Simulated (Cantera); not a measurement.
Feed: 1 mol Si₃N₄, 0.08 mol O₂, 14 mol H₂, held at 10.0 Torr.

Cantera equilibrium calculation (NASA polynomials, part measured and part estimated; ideal gas, pure solids and liquids). Candidate condensed phases: H₂O, Si, SiO₂, Si₂N₂O, Si₃N₄; 35 gas species. Mutual solubility and eutectic melting of coexisting phases are not modelled. Rates play no part. All values below are at 1175 K.

Base state: H₂ 0.996, N₂ 0.00379 (mole fractions); condensed: Si₂N₂O(s) + Si₃N₄(s).

**Question.** What changes in the equilibrium state with this change: O₂ from 0.08 to 0.044 mol?

**Answer.** 
```tsv
species	before	after
H₂	0.996	0.998
N₂	0.00379	0.00209
Si₂N₂O(s), mol	0.160	0.0880
Si₃N₄(s), mol	0.893	0.941
```
